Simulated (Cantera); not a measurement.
Mixture: 30.0 % H₂, 9.99 % O₂, 37.5 % N₂, 22.5 % H₂O, at 4.93 atm, adiabatic and at constant volume. Ignition delay is the time to a rise of 400 K.

Detailed kinetics in Cantera: GRI-Mech 3.0 (53 species, 325 reactions). The hydrogen kinetics of GRI-Mech 3.0 are dated; newer H2 mechanisms differ, most at raised pressure.

Q: Predict: delay at 1023 K; delay at 1123 K; delay at 1223 K; delay at 1323 K; delay at 1423 K; delay at 1523 K.

A: delay at 1023 K: 8.32 ms
delay at 1123 K: 1.17 ms
delay at 1223 K: 0.171 ms
delay at 1323 K: 21.4 µs
delay at 1423 K: 6.87 µs
delay at 1523 K: 3.95 µs
